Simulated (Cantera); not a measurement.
Input: 1 mol PbO, 1.1 mol C, 0.4 mol N₂, equilibrated at 1350 °C and 101000 Pa.

Equilibrium computed with Cantera from the NASA thermochemical tables; the gas is ideal and each condensed phase is pure. Candidate condensed phases: C, Pb, PbO, PbO₂, Pb₃O₄; 27 gas species. The numbers say what is thermodynamically allowed, not how fast it happens.

Base state: CO 0.662, N₂ 0.265, Pb 0.0724, CO₂ 0.000109, Pb₂ 6.23e-5 (mole fractions); condensed: C(graphite) + Pb(l).

Q: What changes in the equilibrium state with this change: temperature from 1350 °C to 1200 °C?

A: 
| species | before | after |
|---|---|---|
| CO | 0.662 | 0.700 |
| N₂ | 0.265 | 0.281 |
| Pb | 0.0724 | 0.0186 |
| Pb₂ | 6.23e-5 | 6.55e-6 |
| CO₂ | 0.000109 | 0.000420 |
| C(graphite), mol | 0.100 | 0.101 |
| Pb(l), mol | 0.891 | 0.973 |

Q: What changes in the equilibrium state with this change: pressure from 101000 Pa to 360000 Pa?

A: 
| species | before | after |
|---|---|---|
| CO | 0.662 | 0.699 |
| N₂ | 0.265 | 0.280 |
| Pb | 0.0724 | 0.0204 |
| CO₂ | 0.000109 | 0.000430 |
| Pb₂ | 6.23e-5 | 1.75e-5 |
| C(graphite), mol | 0.100 | 0.101 |
| Pb(l), mol | 0.891 | 0.971 |
